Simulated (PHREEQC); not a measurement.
Solution (25 °C): 0.24 mol/kgw CdCl2, 0.00011 mol/kgw ZnCl2 and 0.024 mol/kgw Na2SO4. Closed to the air; pH follows from the charge balance.

Computed with PHREEQC (ion-association model, phreeqc.dat).

| quantity | before | after |
|---|---|---|
| pH | 5.31 | 5.41 |
| ionic strength (mol/kgw) | 0.283 | 0.166 |
| Cl- (mol/kgw) | 0.204 | 0.122 |
| CdCl+ (mol/kgw) | 0.141 | 0.0739 |
| CdCl2 (mol/kgw) | 0.0568 | 0.0199 |
| Cd+2 (mol/kgw) | 0.0265 | 0.0203 |
| SI of Halite (NaCl) | -3.88 | -4.37 |
| SI of Cd(OH)2 (Cd(OH)2) | -5.14 | -5.02 |

### Question
Name the change that produced these shifts.
A) ZnCl2 replaced by SrCl2 at the same molality
B) diluted 2-fold with water
C) Na2SO4 from 0.024 to 0.0264 mol/kgw
D) Na2SO4 from 0.024 to 0.036 mol/kgw

### Answer
B, diluted 2-fold with water

Precipitation was switched off in this run.
